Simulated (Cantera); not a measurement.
A Cantera script and its output.

```python
import numpy as np
import cantera as ct

surf = ct.Interface("diamond.yaml", "diamond_100")
gas, bulk = surf.adjacent["gas"], surf.adjacent["diamond"]
k = surf.kinetics_species_index(bulk.species_names[0])
cover = ["c6HH", "c6H*", "c6*H", "c6**", "c6HM", "c6B"]

rows, drift = [], 0.0
print(f"{'T':>10s}{'um/h':>11s}" + "".join(f"{s:>11s}" for s in cover))
for v in [900, 950, 1000, 1050, 1100, 1150, 1200, 1250, 1300, 1350, 1400]:
    T, P, xH, xCH3 = v, 3500, 0.016, 0.00052
    gas.TPX = T, P, {"H": xH, "CH3": xCH3, "CH4": 0.0038, "H2": 1 - xH - xCH3 - 0.0038}
    surf.TP = bulk.TP = T, P
    surf.coverages = "c6H*:0.1, c6HH:0.9"
    surf.advance_coverages(100.0)
    before = surf.coverages
    surf.advance_coverages(100.0)
    drift = max(drift, np.max(np.abs(surf.coverages - before) / (surf.coverages + 1e-9)))
    rate = surf.net_production_rates[k] * bulk.mean_molecular_weight / bulk.density * 3.6e9
    rows.append([rate, *surf[cover].coverages])
    print(f"{v:10.4g}{rate:11.4e}" + "".join(f"{x:11.3e}" for x in rows[-1][1:]))
```

Output:

```
         T       um/h       c6HH       c6H*       c6*H       c6**       c6HM        c6B
       900 5.5199e+00  6.693e-01  1.022e-02  2.832e-01  4.231e-03  2.653e-02  1.498e-08
       950 7.3198e+00  6.258e-01  1.384e-02  3.262e-01  6.496e-03  2.124e-02  1.986e-08
      1000 9.2745e+00  5.830e-01  1.800e-02  3.661e-01  9.501e-03  1.703e-02  2.517e-08
      1050 1.1125e+01  5.421e-01  2.260e-02  4.025e-01  1.333e-02  1.346e-02  3.019e-08
      1100 1.2272e+01  5.038e-01  2.758e-02  4.351e-01  1.805e-02  1.011e-02  3.330e-08
      1150 1.1859e+01  4.685e-01  3.285e-02  4.639e-01  2.369e-02  6.772e-03  3.218e-08
      1200 9.7582e+00  4.360e-01  3.831e-02  4.888e-01  3.026e-02  3.831e-03  2.648e-08
      1250 7.2674e+00  4.057e-01  4.382e-02  5.092e-01  3.767e-02  1.841e-03  1.972e-08
      1300 5.6246e+00  3.777e-01  4.927e-02  5.252e-01  4.583e-02  8.015e-04  1.526e-08
      1350 4.9696e+00  3.522e-01  5.461e-02  5.373e-01  5.465e-02  3.357e-04  1.349e-08
      1400 4.8373e+00  3.290e-01  5.980e-02  5.463e-01  6.403e-02  1.391e-04  1.313e-08
```

Cantera simulation using the Harris–Goodwin 1993 mechanism for the reconstructed diamond (100) surface; the numbers are that mechanism's predictions, not measurements.
